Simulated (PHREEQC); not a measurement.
A solution holds 0.0012 mol/kgw CuSO4, 6.1e-05 mol/kgw H2SO4, 0.00014 mol/kgw H3BO3 and 4e-05 mol/kgw HBr, at 93 °C. Closed to the air; pH follows from the charge balance.

All values are PHREEQC results (ion-association model, phreeqc.dat), not measurements.

Precipitation was switched off in this run.

Q: Order these S species by the share of S that they hold, largest first: CuSO4, HSO4-, SO4-2.

A: SO4-2 (83 %), CuSO4 (13 %), HSO4- (4.0 %)

Q: Order these Cu species by the share of Cu that they hold, largest first: Cu+2, Cu2(OH)2+2, CuSO4.

A: Cu+2 (86 %), CuSO4 (14 %), Cu2(OH)2+2 (0.13 %)

The pH is 3.98 and the ionic strength 0.00424 mol/kgw. At this temperature some constants are extrapolated from 25 °C, and those without enthalpy data are left unchanged.
